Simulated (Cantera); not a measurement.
Feed: 1 mol TiO₂, 2.3 mol C, 0.077 mol CO, held at 1100 K and 7.50 Torr.

Equilibrium computed with Cantera from the NASA thermochemical tables; the gas is ideal and each condensed phase is pure. Candidate condensed phases: C, Ti, TiC, TiO, TiO₂, Ti₂O₃, Ti₃O₅, Ti₄O₇; 15 gas species. Equilibrium is a limit: real reactors are often held back by kinetics, nucleation or transport.

Base state: CO 0.999, CO₂ 0.000881 (mole fractions); condensed: C(graphite) + TiO₂(rutile).

### Question
What changes in the equilibrium state with this change: temperature from 1100 K to 2000 K?

### Answer
```tsv
species	before	after
CO	0.999	1.000
TiO	<1e-9	7.07e-5
CO₂	0.000881	3.30e-5
C(graphite), mol	2.30	0
TiO₂(rutile), mol	1.00	0
TiC(s), mol	0	0.650
TiO(s), mol	0	0.350
```
Mutual solubility and eutectic melting of coexisting phases are not modelled. TiC, TiO: taken at fixed stoichiometry. Condensed phases not in the tables: solid solutions among these carbides, nitrides and lower oxides.
